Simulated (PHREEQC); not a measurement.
**Polishing slurry liquid**

Solution (25 °C): 2.2 mmol/kgw H2SO4, 0.12 mmol/kgw Fe(NO3)3 and 2.5 mmol/kgw H3BO3. Closed to the air; pH follows from the charge balance.

Equilibrium calculation in PHREEQC: ion-association model, wateq4f.dat.

```yaml
pH: 2.44
ionic_strength: 0.00581 mol/kgw
total_alkalinity: -4.64 meq/kg
```

```json
[
 {"species": "H+", "molality": "0.00395", "activity": "0.00367", "log γ": "-0.032"},
 {"species": "H3BO3", "molality": "0.00250", "activity": "0.00250", "log γ": "0.001"},
 {"species": "SO4-2", "molality": "0.00164", "activity": "0.00120", "log γ": "-0.138"},
 {"species": "HSO4-", "molality": "0.000463", "activity": "0.000427", "log γ": "-0.035"},
 {"species": "NO3-", "molality": "0.000360", "activity": "0.000331", "log γ": "-0.036"},
 {"species": "FeSO4+", "molality": "8.84e-5", "activity": "8.17e-5", "log γ": "-0.035"},
 {"species": "FeOH+2", "molality": "1.50e-5", "activity": "1.10e-5", "log γ": "-0.138"},
 {"species": "Fe+3", "molality": "1.20e-5", "activity": "6.23e-6", "log γ": "-0.285"},
 {"species": "Fe(SO4)2-", "molality": "2.31e-6", "activity": "2.13e-6", "log γ": "-0.035"},
 {"species": "FeHSO4+2", "molality": "1.11e-6", "activity": "8.04e-7", "log γ": "-0.141"},
 {"species": "Fe(OH)2+", "molality": "1.07e-6", "activity": "9.86e-7", "log γ": "-0.034"},
 {"species": "Fe2(OH)2+4", "molality": "1.18e-8", "activity": "3.23e-9", "log γ": "-0.564"}
]
```

Precipitation was switched off in this run. Examples of supersaturated solids here: Hematite (slow to form), Goethite (slow to form). Others may be too.
